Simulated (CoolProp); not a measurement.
Vapour-liquid equilibrium of cyclohexane (1) + toluene (2) at 445.7 K; x and y are mole fractions of (1).

The numbers come from the multi-fluid Helmholtz-energy mixture model, Zhou 2014 and Lemmon 2006; pair parameters Bell 2016 in CoolProp.

| x | bubble pressure (bar) | y at the bubble point | dew pressure at overall composition x (bar) | liquid density (mol/L) |
|---|---|---|---|---|
| 0.05 | 4.735 | 0.097 | 4.598 | 7.691 |
| 0.15 | 5.252 | 0.259 | 4.894 | ? |
| 0.25 | 5.732 | 0.388 | 5.221 | 7.597 |
| 0.35 | ? | 0.497 | 5.583 | 7.552 |
| 0.45 | 6.594 | 0.590 | ? | ? |
| 0.55 | 6.984 | 0.673 | 6.413 | 7.466 |
| 0.65 | 7.349 | 0.750 | 6.873 | 7.426 |
| 0.75 | 7.694 | 0.823 | 7.349 | 7.390 |
| 0.85 | 8.020 | 0.893 | 7.822 | 7.357 |
| 0.95 | 8.329 | 0.964 | 8.269 | 7.328 |

Task: Complete the blanks.

Result: 
- 0.15, liquid density (mol/L): 7.644
- 0.35, bubble pressure (bar): 6.178
- 0.45, dew pressure at overall composition x (bar): 5.981
- 0.45, liquid density (mol/L): 7.508

No azeotrope shows between x = 0.05 and 0.95.

The pair parameters rest on a limited set of measurements; away from them the model extrapolates.
